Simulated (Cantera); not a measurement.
An isothermal, constant-pressure homogeneous reactor starts with CH₄ : CO₂ : H₂ = 1 : 3.1 : 0.22 (molar parts), at 1398 K and 443 Torr. Integrator tolerance rtol = 1e-08.

Computed with Cantera and GRI-Mech 3.0 (53 species, 325 reactions).

Question: What does this change do: pressure from 443 Torr to 188 Torr?

Answer: 
```json
[
 {"quantity": "x(CH₄) at 7.00 s", "before": "0.112 (gas-phase equilibrium 1.25e-7)", "after": "0.150 (gas-phase equilibrium 2.25e-8)"},
 {"quantity": "x(CO₂) at 7.00 s", "before": "0.502 (gas-phase equilibrium 0.176)", "after": "0.573 (gas-phase equilibrium 0.176)"},
 {"quantity": "x(H₂) at 7.00 s", "before": "0.0501 (gas-phase equilibrium 0.195)", "after": "0.0502 (gas-phase equilibrium 0.195)"},
 {"quantity": "x(CO) at 7.00 s", "before": "0.148 (gas-phase equilibrium 0.473)", "after": "0.0987 (gas-phase equilibrium 0.473)"},
 {"quantity": "x(CH₂CO) at 7.00 s", "before": "1.72e-5 (gas-phase equilibrium 2.38e-12)", "after": "9.27e-6 (gas-phase equilibrium <1e-12)"}
]
```

Question: What does this change do: pressure from 443 Torr to 100.0 Torr?

Answer: 
```
quantity                                              before                                   after
------------------  ----------------------------------------  --------------------------------------
x(CH₄) at 7.00 s       0.112 (gas-phase equilibrium 1.25e-7)   0.172 (gas-phase equilibrium 6.41e-9)
x(CO₂) at 7.00 s         0.502 (gas-phase equilibrium 0.176)     0.614 (gas-phase equilibrium 0.176)
x(H₂) at 7.00 s         0.0501 (gas-phase equilibrium 0.195)    0.0520 (gas-phase equilibrium 0.195)
x(CO) at 7.00 s          0.148 (gas-phase equilibrium 0.473)    0.0699 (gas-phase equilibrium 0.473)
x(CH₂CO) at 7.00 s  1.72e-5 (gas-phase equilibrium 2.38e-12)  5.63e-6 (gas-phase equilibrium <1e-12)
```
